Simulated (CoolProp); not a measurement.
Vapour pressure (bar) of n-perfluorobutane: the reference equation beside estimates from Tc = 113.2 °C, pc = 23.22 bar, ω = 0.372.

Computed with CoolProp (reference Helmholtz-energy equation of state, Gao 2022).

| T (°C) | reference | van der Waals | Soave-Redlich-Kwong |
|---|---|---|---|
| 29.05 | 3.037 | 8.019 | 3.060 |
| 32.05 | 3.330 | 8.398 | 3.359 |
| 34.95 | 3.634 | 8.776 | 3.668 |
| 37.95 | 3.969 | 9.177 | 4.010 |
| 40.95 | 4.327 | 9.591 | 4.376 |
| 43.85 | 4.695 | 10.00 | 4.753 |
| 46.85 | 5.101 | 10.44 | 5.168 |
| 49.85 | 5.532 | 10.88 | 5.610 |
| 52.75 | 5.974 | 11.33 | 6.064 |
| 55.75 | 6.459 | 11.80 | 6.562 |
| 58.65 | 6.956 | 12.27 | 7.071 |

Absolute difference from the reference over all 11 rows, mean and median: van der Waals 115.8 and 113.0 %, Soave-Redlich-Kwong 1.2 and 1.2 %.
